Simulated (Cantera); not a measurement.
Charge: 1 mol Si, 0.78 mol HCl, 1.1 mol H₂, held at 750 K and 285 Torr.

These are equilibrium values from Cantera (NASA tables, ideal gas, pure condensed phases), not measurements of a reactor. Candidate condensed phases: Si; 19 gas species. The tables' values for SiCl₃ are old estimates; treat these amounts as uncertain. Kinetics and transport are ignored.

Base state: H₂ 0.871, SiCl₄ 0.0847, SiHCl₃ 0.0417, SiH₂Cl₂ 0.00151, HCl 0.000801, SiCl₃ 1.71e-5, SiH₃Cl 1.21e-5 (mole fractions); condensed: Si(s).

**Question.** What changes in the equilibrium state with this change: H₂ from 1.1 to 15 mol?

**Answer.** 
```tsv
species	before	after
H₂	0.871	0.985
SiCl₄	0.0847	0.00703
SiHCl₃	0.0417	0.00686
SiCl₃	1.71e-5	2.64e-6
SiH₂Cl₂	0.00151	0.000491
HCl	0.000801	0.000457
SiH₃Cl	1.21e-5	7.84e-6
Si(s), mol	0.787	0.776
```
